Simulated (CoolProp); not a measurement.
Vapour-liquid equilibrium of dimethyl carbonate (1) + n-octane (2) at 2.71 bar; x and y are mole fractions of (1).

Values from CoolProp's multi-fluid Helmholtz-energy mixture model, Zhou 2011 and Beckmüller 2019; pair parameters Bell 2016.

Problem. Give the bubble temperature and the first vapour's composition at x = 0.5, 0.65, 0.95. Is there an azeotrope?

Solution. x = 0.5: 126.9 °C, y = 0.732; x = 0.65: 124.9 °C, y = 0.780; x = 0.95: 123.8 °C, y = 0.939. y crosses x between x = 0.8 and 0.95: the model has an azeotrope there.

Pair parameters are fitted to limited data, so mixtures are less certain than the pure fluids.
